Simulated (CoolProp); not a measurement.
Dimethyl carbonate at several states: Z from the reference equation and from simpler models built on Tc = 557.0 K, pc = 4.909 MPa, ω = 0.346; each cubic takes its own stable root.

Values from CoolProp's reference Helmholtz-energy equation of state, Zhou 2011.

```csv
T (K),p (MPa),phase,reference,Redlich-Kwong,Peng-Robinson
498.2,27.8,liquid,0.7187,0.8012,0.7023
393.4,13.4,liquid,(withheld),(withheld),(withheld)
403.5,2.99,liquid,0.08728,(withheld),(withheld)
```

Task: What belongs in the gaps?

Result: 
- 393.4, reference: 0.3873
- 393.4, Redlich-Kwong: 0.4461
- 393.4, Peng-Robinson: 0.3810
- 403.5, Redlich-Kwong: 0.1030
- 403.5, Peng-Robinson: 0.08629
